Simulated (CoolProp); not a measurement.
Computed with CoolProp (reference Helmholtz-energy equation of state, Span 2003). It is a short technical equation, of lower accuracy than the large ones.

Question: Give the vapour pressure (kPa), liquid density (kg/m³), liquid cp (kJ/(kg K)), vapour Z of saturated n-heptane at 346.4, 357.9 K.

Answer: 
```json
[
 {"T (K)": "346.4", "p (kPa)": "45.4", "liquid density (kg/m³)": "637", "liquid cp (kJ/(kg K))": "2.44", "vapour Z": "0.970"},
 {"T (K)": "357.9", "p (kPa)": "66.7", "liquid density (kg/m³)": "627", "liquid cp (kJ/(kg K))": "2.49", "vapour Z": "0.960"}
]
```
